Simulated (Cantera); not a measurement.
What does this Cantera script print?

```python
import numpy as np
import cantera as ct

gas_names = """
    C CH CH2 CH3 CH2OH CH3O CH4 CH3OH CO CO2 COOH C2 C2H CHCO,ketyl C2H2,acetylene C2H2,vinylidene
    CH2CO,ketene C2H3,vinyl CH3CO,acetyl C2H4 C2H4O,ethylen CH3CHO,ethanal CH3COOH (HCOOH)2 C2H5 C2H6
    CH3OCH3 C2H5OH C2O C3 C3H3,propargyl C3H4,allene C3H4,propyne C3H4,cyclo- C3H5,allyl C3H6,propylene
    C3H6,cyclo- C3H6O C3H7,n-propyl C3H7,i-propyl C3H8 C3H8O,1propanol C3H8O,2propanol C3O2 C4 C4H2
    C4H4,1,3-cyclo- C4H6,butadiene C4H6,2-butyne C4H6,cyclo- C4H8,1-butene C4H8,cis2-buten
    C4H8,tr2-butene C4H8,isobutene C4H8,cyclo- (CH3COOH)2 C4H9,n-butyl C4H9,i-butyl C4H9,s-butyl
    C4H9,t-butyl C4H10,isobutane C4H10,n-butane C5 C5H6,1,3cyclo- C5H8,cyclo- C5H10,1-pentene
    C5H10,cyclo- C5H11,pentyl C5H11,t-pentyl C5H12,n-pentane C5H12,i-pentane CH3C(CH3)2CH3 C6H2
    C6H5,phenyl C6H5O,phenoxy C6H6 C6H5OH,phenol C6H10,cyclo- C6H12,1-hexene C6H12,cyclo- C6H13,n-hexyl
    C7H7,benzyl C7H8 C7H8O,cresol C7H14,1-heptene C7H15,n-heptyl C7H16,n-heptane C8H8,styrene
    C8H10,ethylbenz C8H16,1-octene C8H17,n-octyl C8H18,isooctane C8H18,n-octane C9H19,n-nonyl
    C10H8,naphthale C10H21,n-decyl C12H9,o-bipheny C12H10,bipheny H HCO HO2 H2 HCHO,formaldehy HCOOH H2O
    H2O2 O OH O2 O3 Ti TiO TiO2
""".split()
cond_names = """
    C(gr) C6H6(L) C7H8(L) C8H18(L),n-octa H2O(s) H2O(L) Ti(a) Ti(b) Ti(L) TiC(s) TiC(L) TiO(a) TiO(b)
    TiO(L) TiO2(ru) TiO2(L) Ti2O3(a) Ti2O3(b) Ti2O3(L) Ti3O5(a) Ti3O5(b) Ti3O5(L) Ti4O7(s) Ti4O7(L)
""".split()


def load(file, names, dense=False):
    # The tables refer to 1 bar. Condensed volumes are neglected.
    table = {s.name: s for s in ct.Species.list_from_file(file)}
    out = []
    for n in names:
        d = dict(table[n].input_data)
        d["thermo"] = dict(d["thermo"], **{"reference-pressure": 1e5})
        if dense:
            d["equation-of-state"] = {"model": "constant-volume", "density": "1e6 g/cm^3"}
        out.append(ct.Species.from_dict(d))
    return out


gas = ct.Solution(thermo="ideal-gas", species=load("nasa_gas.yaml", gas_names))
cond = {s.name: ct.Solution(thermo="fixed-stoichiometry", species=[s], name=s.name)
        for s in load("nasa_condensed.yaml", cond_names, dense=True)}
atoms = {
    'Ti(OiPr)4': {'Ti': 1, 'C': 12, 'H': 28, 'O': 4},
    'H2O': {'H': 2, 'O': 1},
}
top_T = {'C(gr)': 4500}  # K; cautious upper limits of use, not melting points


def equilibrate(T, P, feed):
    n = {}
    for name, mol in feed.items():
        for a, k in atoms[name].items():
            n[a] = n.get(a, 0.0) + k * mol
    gas.TPX = T, P, n
    mass = sum(n.values()) * gas.mean_molecular_weight
    gas.equilibrate("TP")
    valid = [c for c in cond.values() if c.min_temp <= T <= top_T.get(c.name, c.max_temp)]
    mix = ct.Mixture([(gas, mass / gas.mean_molecular_weight)] + [(c, 0.0) for c in valid])
    mix.T, mix.P = T, P
    mix.equilibrate("TP", solver="vcs", rtol=1e-11, max_steps=5000)
    return mix


results = []
T = 2148.15  # K
P = 1600  # Pa
for m in [2.6, 3.3, 4.1, 5.1, 6.4, 8, 10, 12]:
    feed = {'Ti(OiPr)4': 1, 'H2O': m}  # mol
    mix = equilibrate(T, P, feed)
    results.append((T, P, feed, dict(zip(mix.species_names, mix.species_moles))))
    x = sorted(zip(gas.X, gas.species_names), reverse=True)
    print(f"T = {T:g} K  P = {P:g} Pa  n(H2O) = {m:g} mol  gas = {mix.phase_moles(0):.4g} mol")
    print("   x: " + "  ".join(f"{s} {v:.3e}" for v, s in x if v > 0.0001))
    print("   condensed (mol): " + ("  ".join(f"{mix.phase(i).name} {mix.phase_moles(i):.4g}"
          for i in range(1, mix.n_phases) if mix.phase_moles(i) > 1e-12) or "none"))
```

Output:

```
T = 2148.15 K  P = 1600 Pa  n(H2O) = 2.6 mol  gas = 23.52 mol
   x: H2 6.907e-01  CO 2.806e-01  H 2.741e-02  C2H2,acetylene 1.324e-03
   condensed (mol): C(gr) 4.337  TiC(s) 1
T = 2148.15 K  P = 1600 Pa  n(H2O) = 3.3 mol  gas = 24.94 mol
   x: H2 6.788e-01  CO 2.927e-01  H 2.717e-02  C2H2,acetylene 1.301e-03
   condensed (mol): C(gr) 3.635  TiC(s) 1
T = 2148.15 K  P = 1600 Pa  n(H2O) = 4.1 mol  gas = 26.56 mol
   x: H2 6.668e-01  CO 3.050e-01  H 2.693e-02  C2H2,acetylene 1.278e-03
   condensed (mol): C(gr) 2.832  TiC(s) 1
T = 2148.15 K  P = 1600 Pa  n(H2O) = 5.1 mol  gas = 28.58 mol
   x: H2 6.537e-01  CO 3.184e-01  H 2.666e-02  C2H2,acetylene 1.253e-03
   condensed (mol): C(gr) 1.828  TiC(s) 1
T = 2148.15 K  P = 1600 Pa  n(H2O) = 6.4 mol  gas = 31.21 mol
   x: H2 6.392e-01  CO 3.332e-01  H 2.637e-02  C2H2,acetylene 1.225e-03
   condensed (mol): C(gr) 0.5232  TiC(s) 1
T = 2148.15 K  P = 1600 Pa  n(H2O) = 8 mol  gas = 33.97 mol
   x: H2 6.345e-01  CO 3.386e-01  H 2.627e-02  TiO 3.740e-04  Ti 1.731e-04
   condensed (mol): TiC(s) 0.4982  TiO(L) 0.4832
T = 2148.15 K  P = 1600 Pa  n(H2O) = 10 mol  gas = 36.48 mol
   x: H2 6.363e-01  CO 3.281e-01  H 2.631e-02  H2O 8.288e-03  CO2 8.366e-04
   condensed (mol): Ti3O5(L) 0.3319
T = 2148.15 K  P = 1600 Pa  n(H2O) = 12 mol  gas = 38.51 mol
   x: H2 6.093e-01  CO 3.064e-01  H2O 5.292e-02  H 2.574e-02  CO2 5.211e-03  OH 2.879e-04
   condensed (mol): Ti4O7(L) 0.2491
```

Method: chemical equilibrium by Gibbs-energy minimisation in Cantera with the NASA 1993 tables (ideal gas, pure condensed phases). The feed counts by its element totals alone. Mutual solubility and eutectic melting of coexisting phases are not modelled. TiC, TiO: taken at fixed stoichiometry. Condensed phases not in the tables: Magnéli phases beyond Ti4O7, solid solutions among these carbides, nitrides and lower oxides.
